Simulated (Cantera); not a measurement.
Input: 1 mol SF6, 0.13 mol H2O, equilibrated at 3150 °C and 4.10 mbar.

Cantera equilibrium calculation (NASA polynomials, part measured and part estimated; ideal gas, pure solids and liquids). Candidate condensed phases: H2O, H2SO4, S; 43 gas species. The numbers say what is thermodynamically allowed, not how fast it happens.

Base state: F 0.809, S 0.137, HF 0.0189, O 0.0174, H 0.0169, SO 0.000467, S2 0.000137, SF 0.000114 (mole fractions); condensed: gas only.

What changes in the equilibrium state with this change: SF6 replaced by HF?


```json
[
 {"species": "H", "before": "0.0169", "after": "0.434"},
 {"species": "F", "before": "0.809", "after": "0.311"},
 {"species": "HF", "before": "0.0189", "after": "0.187"},
 {"species": "S", "before": "0.137", "after": "0"},
 {"species": "O", "before": "0.0174", "after": "0.0638"},
 {"species": "SO", "before": "0.000467", "after": "0"},
 {"species": "S2", "before": "0.000137", "after": "0"},
 {"species": "SF", "before": "0.000114", "after": "0"},
 {"species": "SH", "before": "1.14e-5", "after": "0"},
 {"species": "H2O", "before": "5.44e-9", "after": "1.31e-5"}
]
```

What changes in the equilibrium state with this change: pressure from 4.10 mbar to 1.10 bar?


| species | before | after |
|---|---|---|
| F | 0.809 | 0.825 |
| S | 0.137 | 0.0840 |
| HF | 0.0189 | 0.0382 |
| SF | 0.000114 | 0.0191 |
| H | 0.0169 | 0.000125 |
| S2 | 0.000137 | 0.0138 |
| SO | 0.000467 | 0.0147 |
| O | 0.0174 | 0.00334 |
| SF2 | 3.15e-8 | 0.00144 |
| S2F2 (SSF2) | <1e-9 | 1.21e-5 |
| S2O | 6.93e-9 | 3.59e-5 |
| SO2 | 2.96e-7 | 0.000478 |
| F2 | 1.76e-7 | 4.91e-5 |
The tables' values for S2F2 (SSF2) are old estimates; treat these amounts as uncertain.
